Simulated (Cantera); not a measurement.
Cantera run:

```python
import numpy as np
import cantera as ct

gas_names = [...]  # 92 gases of nasa_gas.yaml made of C, H, N
cond_names = """
    C(gr) C6H6(L) C7H8(L) C8H18(L),n-octa
""".split()


# ... load() reads the species with a 1 bar reference pressure and builds the phases ...
atoms = {
    'CH4': {'C': 1, 'H': 4},
    'NH3': {'N': 1, 'H': 3},
    'H2': {'H': 2},
}
top_T = {'C(gr)': 4500}  # K; cautious upper limits of use, not melting points


# ... equilibrate(T, P, feed) seeds the gas with the atoms and calls Mixture.equilibrate('TP', solver="vcs", rtol=1e-11, max_steps=5000) ...
results = []
T = 2723.15  # K
P = 7500000  # Pa
for m in [3.3, 4.1, 5.1, 6.4, 7.9, 9.9, 12, 15]:
    feed = {'CH4': 1, 'NH3': 0.18, 'H2': m}  # mol
    mix = equilibrate(T, P, feed)
    results.append((T, P, feed, dict(zip(mix.species_names, mix.species_moles))))

top = {s: max(r[3][s] / sum(r[3][g] for g in gas_names) for r in results) for s in gas_names}
cols = sorted((s for s in top if top[s] > 0.001), key=lambda s: -top[s])[:6]
seen = [c for c in cond_names if any(r[3].get(c, 0) > 1e-12 for r in results)]
print("log10 of partial pressures in bar; condensed amounts in mol")
print(f"{'n(H2)':>10s}" + "".join(f"{s[:9]:>10s}" for s in cols + seen))
for T, P, feed, n in results:
    ng = sum(n[g] for g in gas_names)
    print(f"{feed['H2']:10.4g}" + "".join(f"{np.log10(max(n[s] / ng * P / 1e5, 1e-99)):10.3f}" for s in cols)
          + "".join(f"{n.get(c, 0):10.4g}" for c in seen))
```

It prints:

```
log10 of partial pressures in bar; condensed amounts in mol
     n(H2)        H2 C2H2,acet       HCN        N2       CH4         H     C(gr)
       3.3     1.847     0.255    -0.077    -0.146    -0.272    -0.284    0.5955
       4.1     1.848     0.257    -0.113    -0.219    -0.270    -0.284    0.5438
       5.1     1.849     0.258    -0.153    -0.299    -0.267    -0.283    0.4796
       6.4     1.850     0.259    -0.198    -0.390    -0.265    -0.283    0.3968
       7.9     1.851     0.260    -0.243    -0.481    -0.264    -0.282     0.302
       9.9     1.852     0.260    -0.295    -0.586    -0.262    -0.282    0.1764
        12     1.853     0.261    -0.342    -0.680    -0.261    -0.282   0.04532
        15     1.855     0.196    -0.419    -0.770    -0.289    -0.280         0
```

Equilibrium computed with Cantera from the NASA thermochemical tables; the gas is ideal and each condensed phase is pure. The ideal-gas law is rough above about 30 bar.
